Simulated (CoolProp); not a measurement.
A simple Rankine cycle with R245ca: condensing at 290.15 K, boiler at 2.89 MPa, turbine inlet 431.8 K, turbine efficiency 0.9, pump efficiency 0.6, no recuperator. Each further row changes one setting.

Model: reference Helmholtz-energy equation of state, Zhou 2016, in CoolProp.

```
case                             thermal efficiency (%)  net work (kJ/kg)  heat in (kJ/kg)  turbine exit temperature (K)  volume ratio over the turbine
-------------------------------  ----------------------  ----------------  ---------------  ----------------------------  -----------------------------
as stated                                          20.1              61.5              306                         328.1                           52.0
condensing temperature 282.15 K                    21.3              67.5              316                         321.4                           72.1
boiler pressure 2.02 MPa                           19.1              62.4              327                         349.3                           29.3
turbine efficiency 0.8                             17.8              54.3              306                         335.5                           53.2
```
